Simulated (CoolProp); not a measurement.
Vapour pressure (MPa) of R152A: the reference equation beside estimates from Tc = 386.4 K, pc = 4.517 MPa, ω = 0.275. Clausius-Clapeyron is anchored at 287.8 K with a constant enthalpy of vaporisation of 19.25 kJ/mol.

Values from CoolProp's reference Helmholtz-energy equation of state, Outcalt 1996. It is a modified Benedict-Webb-Rubin equation, recast in Helmholtz form.

```tsv
T (K)	reference	Lee-Kesler	Clausius-Clapeyron	van der Waals	Redlich-Kwong	Soave-Redlich-Kwong	Peng-Robinson
275.7	0.2890	0.2898	0.3047	0.9973	0.4630	0.2896	0.2881
278.1	0.3142	0.3155	0.3276	1.042	0.4970	0.3153	0.3133
280.5	0.3411	0.3428	0.3518	1.087	0.5328	0.3426	0.3402
283	0.3709	0.3731	0.3784	1.136	0.5720	0.3729	0.3700
285.4	0.4014	0.4040	0.4053	1.184	0.6114	0.4040	0.4006
287.8	0.4337	0.4368	0.4337	1.233	0.6528	0.4369	0.4330
290.3	0.4695	0.4731	0.4648	1.286	0.6980	0.4734	0.4688
292.7	0.5059	0.5101	0.4962	1.338	0.7433	0.5106	0.5053
295.1	0.5443	0.5491	0.5292	1.392	0.7907	0.5499	0.5440
297.6	0.5868	0.5921	0.5653	1.449	0.8423	0.5933	0.5866
300	0.6298	0.6357	0.6016	1.505	0.8940	0.6373	0.6298
302.4	0.6751	0.6816	0.6396	1.563	0.9479	0.6837	0.6755
304.9	0.7250	0.7320	0.6810	1.624	1.006	0.7347	0.7256
307.3	0.7754	0.7830	0.7226	1.685	1.065	0.7863	0.7763
309.7	0.8284	0.8365	0.7661	1.746	1.125	0.8405	0.8297
```

Absolute difference from the reference over all 15 rows, mean and median: Lee-Kesler 0.8 and 0.8 %, Clausius-Clapeyron 3.7 and 3.7 %, van der Waals 169.6 and 164.5 %, Redlich-Kwong 47.4 and 46.9 %, Soave-Redlich-Kwong 0.9 and 0.9 %, Peng-Robinson 0.1 and 0.1 %.
